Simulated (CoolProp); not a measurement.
Methane along the isotherm -34.45 °C: Z from the reference equation and from simpler models built on Tc = -82.6 °C, pc = 45.99 bar, ω = 0.011; each cubic takes its own stable root.

The numbers come from the reference Helmholtz-energy equation of state, Setzmann 1991 in CoolProp.

```csv
p (bar),phase,reference,Soave-Redlich-Kwong,Peng-Robinson
0.727,gas,0.9973,0.9973,0.9968
1.07,gas,0.9961,0.9960,0.9953
1.57,gas,0.9942,0.9941,0.9931
2.3,gas,0.9915,0.9914,0.9899
3.38,gas,0.9876,0.9873,0.9851
4.95,gas,0.9817,0.9814,0.9781
7.27,gas,0.9731,0.9726,0.9679
10.7,gas,0.9602,0.9596,0.9526
15.7,gas,0.9412,0.9404,0.9303
23,gas,0.9129,0.9121,0.8977
33.8,gas,0.8700,0.8696,0.8494
49.5,supercritical,0.8056,0.8073,0.7798
72.7,supercritical,0.7096,0.7194,0.6845
107,supercritical,0.6022,0.6347,0.5950
157,supercritical,0.6003,0.6439,0.5954
230,supercritical,0.7171,0.7528,0.6891
```
